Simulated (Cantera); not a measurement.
Charge: 1 mol CO, 5.6 mol H2, held at 2600 °C and 12.0 bar.

Equilibrium computed with Cantera from the NASA thermochemical tables; the gas is ideal and each condensed phase is pure. Candidate condensed phases: C, C6H6, C7H8, C8H18, H2O; 110 gas species. Kinetics and transport are ignored.

Base state: H2 0.823, CO 0.149, H 0.0275, H2O 0.000284, C2H2 (acetylene) 0.000113, CH4 4.15e-5, CH3 2.28e-5 (mole fractions); condensed: gas only.

Task: What changes in the equilibrium state with this change: pressure from 12.0 bar to 64.0 Pa?

Result: 
```csv
species,before,after
H,0.0275,0.871
CO,0.149,0.0856
H2,0.823,0.0439
C2H2 (acetylene),0.000113,<1e-9
CH4,4.15e-5,<1e-9
CH3,2.28e-5,<1e-9
```

Task: What changes in the equilibrium state with this change: temperature from 2600 °C to 2202 °C?

Result: 
```json
[
 {"species": "H2", "before": "0.823", "after": "0.843"},
 {"species": "CO", "before": "0.149", "after": "0.151"},
 {"species": "H", "before": "0.0275", "after": "0.00596"},
 {"species": "CH4", "before": "4.15e-5", "after": "0.000147"},
 {"species": "CO2", "before": "7.22e-6", "after": "1.04e-5"},
 {"species": "H2O", "before": "0.000284", "after": "0.000357"},
 {"species": "CH3", "before": "2.28e-5", "after": "1.88e-5"},
 {"species": "C2H2 (acetylene)", "before": "0.000113", "after": "9.99e-5"}
]
```
